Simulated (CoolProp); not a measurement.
A Linde-Hampson liquefier for ethane: isothermal reversible compression at 320 K from 1 atm to 30 MPa, throttling to 1 atm, return gas leaving the recuperator 10 K below the feed. Each further row changes one setting.

Model: reference Helmholtz-energy equation of state, Bücker 2006, in CoolProp.

```csv
case,liquid yield per pass,compression work (kJ/kg of gas)
as stated,[?],390
high pressure 60 MPa,[?],457
warm-end temperature 350 K,[?],457
warm-end gap 15 K,[?],390
```

### Question
Complete the blanks.

### Answer

- as stated, liquid yield per pass: 0.453
- high pressure 60 MPa, liquid yield per pass: 0.424
- warm-end temperature 350 K, liquid yield per pass: 0.377
- warm-end gap 15 K, liquid yield per pass: 0.446
